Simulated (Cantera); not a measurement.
A perfectly stirred reactor is fed with CO : H2 : O2 : N2 = 1 : 0.075 : 0.717 : 4.59 (molar parts), equivalence ratio 0.75, at 100000 Pa; it is adiabatic with a 350 K inlet, and is followed from long to short residence time, starting on the burning branch (τ in s: 0.1, 0.041, 0.016, 0.0062, 0.0024, 0.00096, 0.00038, 0.00015, 5.8e-05, 2.3e-05, 8.9e-06).

Model: GRI-Mech 3.0 (53 species, 325 reactions), integrated in Cantera.

What does this change do: N2 4.59 to 2.9 parts?


```
quantity                                                                       before                                 after
------------------------------------------------  -----------------------------------  ------------------------------------
blow-out, bracketed by the residence times tried  burning at 2.40 ms, out at 0.960 ms  burning at 0.380 ms, out at 0.150 ms
x(CO) at τ = 0.100 s                                                          0.00597                                0.0127
x(H2) at τ = 0.100 s                                                         0.000115                              0.000184
x(O2) at τ = 0.100 s                                                           0.0331                                0.0475
x(HO2) at τ = 0.100 s                                                         1.77e-6                               9.46e-7
x(NO2) at τ = 0.100 s                                                         8.16e-8                               1.07e-6
x(CO) at τ = 0.960 ms                                                           0.157                                0.0617
x(H2) at τ = 0.960 ms                                                          0.0118                               0.00102
x(O2) at τ = 0.960 ms                                                           0.112                                0.0677
x(HO2) at τ = 0.960 ms                                                         <1e-12                               1.10e-5
x(NO2) at τ = 0.960 ms                                                         <1e-12                               3.65e-8
```
